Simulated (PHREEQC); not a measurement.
Consider water at 84 °C with 0.15 mol H3BO3, 3.2e-05 mol Na2HPO4 and 5.5e-05 mol NaCl per kg of water. Closed to the air; pH follows from the charge balance.

The numbers come from PHREEQC with the ion-association model, phreeqc.dat.

```tsv
quantity	before	after
pH	5.24	5.55
ionic strength (mol/kgw)	0.000125	0.000123
HPO4-2 (mol/kgw)	4.68e-7	7.39e-7
H3PO4 (mol/kgw)	4.73e-8	1.35e-8
NaHPO4- (mol/kgw)	1.02e-10	1.63e-10
SI of Halite (NaCl)	-9.81	-9.77
```

### Question
What was changed between the two runs?
(A) temperature from 84 to 5 °C
(B) temperature from 84 to 30 °C
(C) NaCl from 5.5e-05 to 8.25e-05 mol/kgw

### Answer
B, temperature from 84 to 30 °C

Precipitation was switched off in this run. At this temperature some constants are extrapolated from 25 °C, and those without enthalpy data are left unchanged.
